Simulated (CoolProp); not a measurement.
Dimethyl carbonate at 594.29 K and 8.58 MPa is throttled through a valve to 4.87 MPa with no heat exchange. Each further row changes one setting.

Computed with CoolProp (reference Helmholtz-energy equation of state, Zhou 2011).

```tsv
case	temperature change (K)	final phase	final density (kg/m³)
as stated	-35.1	gas	219
outlet pressure 1.46 MPa	-88.0	gas	37.2
outlet pressure 6.33 MPa	-15.5	supercritical	327
```
